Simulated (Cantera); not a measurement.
Input: 1 mol C₂H₆, 0.76 mol H₂O, held at 2352 °C and 1.90 mbar.

Equilibrium computed with Cantera from the NASA thermochemical tables; the gas is ideal and each condensed phase is pure. Candidate condensed phases: C, C₆H₆, C₇H₈, C₈H₁₈, H₂O; 110 gas species. Kinetics and transport are ignored.

Base state: H 0.550, H₂ 0.319, CO 0.121, C₂H₂ (acetylene) 0.00570, C₃ 0.00166, C₂H 0.000908, C 0.000450, C₂ 0.000157 (mole fractions); condensed: C(graphite).

Q: What changes in the equilibrium state with this change: H₂O from 0.76 to 2 mol?

A: 
```
species             before    after
----------------  --------  -------
H                    0.550    0.512
H₂                   0.319    0.276
CO                   0.121    0.213
C₃                 0.00166    <1e-9
C₂H₂ (acetylene)   0.00570  4.17e-8
C₂H               0.000908  7.15e-9
C₂                0.000157  1.33e-9
C₄H₂               4.22e-5    <1e-9
C(graphite), mol      1.12        0
```
